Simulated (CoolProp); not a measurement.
Vapour-liquid equilibrium of fluoroethane (R161) (1) + R134a (2) at 371 kPa; x and y are mole fractions of (1).

Model: multi-fluid Helmholtz-energy mixture model, Wu 2012 and Tillner-Roth 1994; pair parameters Bell 2016, in CoolProp.

Question: Give the bubble temperature and the first vapour's composition at x = 0.05, 0.8, 0.95. Is there an azeotrope?

Answer: x = 0.05: 279.4 K, y = 0.063; x = 0.8: 270.9 K, y = 0.861; x = 0.95: 268.9 K, y = 0.969. No azeotrope shows between x = 0.05 and 0.95.

Pair parameters are fitted to limited data, so mixtures are less certain than the pure fluids.
